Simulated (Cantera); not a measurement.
Input: 1 mol C₂H₄, 30 mol H₂, at 798 K and 4.20 bar.

Method: chemical equilibrium by Gibbs-energy minimisation in Cantera with the NASA 1993 tables (ideal gas, pure condensed phases). Candidate condensed phases: C, C₆H₆, C₇H₈, C₈H₁₈; 76 gas species. Kinetics and transport are ignored.

Base state: H₂ 0.933, CH₄ 0.0667 (mole fractions); condensed: gas only.

Q: What changes in the equilibrium state with this change: temperature from 798 K to 2125 K?

A: 
| species | before | after |
|---|---|---|
| H₂ | 0.933 | 0.995 |
| H | <1e-9 | 0.00177 |
| C₂H₂ (acetylene) | <1e-9 | 0.00167 |
| CH₄ | 0.0667 | 0.00129 |
| CH₃ | <1e-9 | 4.46e-5 |
| C₂H₄ | <1e-9 | 2.43e-5 |
| C(graphite), mol | 0 | 1.85 |

Q: What changes in the equilibrium state with this change: temperature from 798 K to 2673.15 K?

A: 
| species | before | after |
|---|---|---|
| H₂ | 0.933 | 0.954 |
| H | <1e-9 | 0.0244 |
| C₂H₂ (acetylene) | <1e-9 | 0.0204 |
| CH₄ | 0.0667 | 0.000443 |
| CH₃ | <1e-9 | 0.000196 |
| C₄H₂ | <1e-9 | 0.000181 |
| C₂H | <1e-9 | 5.28e-5 |
| C(graphite), mol | 0 | 0.624 |

Q: What changes in the equilibrium state with this change: pressure from 4.20 bar to 3.70 mbar?

A: 
```
species           before    after
----------------  ------  -------
H₂                 0.933    0.995
CH₄               0.0667  0.00509
C(graphite), mol       0     1.84
```
